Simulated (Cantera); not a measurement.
Predominance diagram of Cr at 1775 K against the partial pressures of O₂ and N₂ (log10, bar). Cantera with NASA thermochemical tables; ideal gases at 1 bar, condensed phases pure. Candidates: Cr(s), CrN(s), Cr₂N(s), Cr₂O₃(s). Only these pure phases compete in this equilibrium. 

Which phase is stable at these pairs, and which metal-bearing vapour leads over it? (-8.8, 0); (-7.9, -6); (-13.2, -9); (-1.8, -2); (-3.5, 0); (0, -7); (-11.5, -2)


```tsv
log p(O₂)	log p(N₂)	phase	chief vapour	log p (bar)
-8.8	0	Cr₂O₃(s)	Cr	-7.5
-7.9	-6	Cr₂O₃(s)	CrO₂	-8.0
-13.2	-9	Cr₂O₃(s)	Cr	-4.2
-1.8	-2	Cr₂O₃(s)	CrO₃	-6.4
-3.5	0	Cr₂O₃(s)	CrO₂	-6.9
0	-7	Cr₂O₃(s)	CrO₃	-5.0
-11.5	-2	Cr₂O₃(s)	Cr	-5.5
```
